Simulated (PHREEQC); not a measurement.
A PHREEQC speciation (ion-association model, phreeqc.dat) at 25 °C gives pH 2.14 and these molalities:

| species | mol/kgw |
|---|---|
| SO4-2 | 0.0510 |
| Fe+2 | 0.0468 |
| FeSO4 | 0.0368 |
| HSO4- | 0.0137 |
| NH4+ | 0.0128 |
| H+ | 0.00907 |
| FeHSO4+ | 0.00246 |
| NH4SO4- | 0.00217 |

Task: What are the element totals, and what could have been dissolved in 1 kg of water to give them?

Result: One answer among several that fit: totals Fe(2) 0.0860, N(-3) 0.0150, S(6) 0.106 mol/kgw, from 0.0051 mol/kgw H2SO4, 0.086 mol/kgw FeSO4 and 0.015 mol/kgw NH4HSO4.

This is a speciation only: nothing precipitates in the calculation. Complexes and solids missing from the database can't appear.
